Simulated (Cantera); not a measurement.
**Thermodynamics of hydrogen reduction and annealing atmospheres, feed NiS + H₂**

Input: 1 mol NiS, 0.75 mol H₂, at 34.0 Pa.

Cantera equilibrium calculation (NASA polynomials, part measured and part estimated; ideal gas, pure solids and liquids). Candidate condensed phases: Ni, NiS, NiS₂, Ni₃S₂, Ni₃S₄, S; 9 gas species. Gases not in the tables: S₃ to S₇. The numbers say what is thermodynamically allowed, not how fast it happens.

```json
[
 {"T (K)": "775", "x H₂": "0.556", "x H₂S": "0.444", "x S₂": "0.000197", "x SH": "6.32e-7", "n Ni₃S₂(s)": "0.333", "n Ni₃S₂(l)": "0"},
 {"T (K)": "825", "x H₂": "0.557", "x H₂S": "0.442", "x S₂": "0.00104", "x SH": "2.93e-6", "n Ni₃S₂(s)": "0.333", "n Ni₃S₂(l)": "0"},
 {"T (K)": "875", "x H₂": "0.562", "x H₂S": "0.434", "x S₂": "0.00436", "x SH": "1.12e-5", "n Ni₃S₂(s)": "0.333", "n Ni₃S₂(l)": "0"},
 {"T (K)": "925", "x H₂": "0.576", "x H₂S": "0.410", "x S₂": "0.0140", "x SH": "3.56e-5", "n Ni₃S₂(s)": "0.333", "n Ni₃S₂(l)": "0"},
 {"T (K)": "975", "x H₂": "0.604", "x H₂S": "0.363", "x S₂": "0.0332", "x SH": "9.21e-5", "n Ni₃S₂(s)": "0.333", "n Ni₃S₂(l)": "0"},
 {"T (K)": "1025", "x H₂": "0.641", "x H₂S": "0.300", "x S₂": "0.0591", "x SH": "0.000199", "n Ni₃S₂(s)": "0.333", "n Ni₃S₂(l)": "0"},
 {"T (K)": "1075", "x H₂": "0.680", "x H₂S": "0.234", "x S₂": "0.0858", "x SH": "0.000370", "n Ni₃S₂(s)": "0", "n Ni₃S₂(l)": "0.333"},
 {"T (K)": "1125", "x H₂": "0.713", "x H₂S": "0.177", "x S₂": "0.109", "x SH": "0.000619", "n Ni₃S₂(s)": "0", "n Ni₃S₂(l)": "0.333"},
 {"T (K)": "1175", "x H₂": "0.740", "x H₂S": "0.132", "x S₂": "0.127", "x SH": "0.000957", "n Ni₃S₂(s)": "0", "n Ni₃S₂(l)": "0.333"},
 {"T (K)": "1225", "x H₂": "0.760", "x H₂S": "0.0976", "x S₂": "0.141", "x SH": "0.00139", "n Ni₃S₂(s)": "0", "n Ni₃S₂(l)": "0.333"},
 {"T (K)": "1275", "x H₂": "0.774", "x H₂S": "0.0726", "x S₂": "0.151", "x SH": "0.00194", "n Ni₃S₂(s)": "0", "n Ni₃S₂(l)": "0.333"},
 {"T (K)": "1325", "x H₂": "0.785", "x H₂S": "0.0546", "x S₂": "0.158", "x SH": "0.00260", "n Ni₃S₂(s)": "0", "n Ni₃S₂(l)": "0.333"},
 {"T (K)": "1375", "x H₂": "0.792", "x H₂S": "0.0415", "x S₂": "0.163", "x SH": "0.00339", "n Ni₃S₂(s)": "0", "n Ni₃S₂(l)": "0.333"},
 {"T (K)": "1425", "x H₂": "0.797", "x H₂S": "0.0319", "x S₂": "0.166", "x SH": "0.00431", "n Ni₃S₂(s)": "0", "n Ni₃S₂(l)": "0.333"}
]
```
x: gas mole fraction; n: condensed amount in mol.

From 775 K to 1025 K the condensed part is Ni₃S₂(s). From 1075 K to 1425 K the condensed part is Ni₃S₂(l).
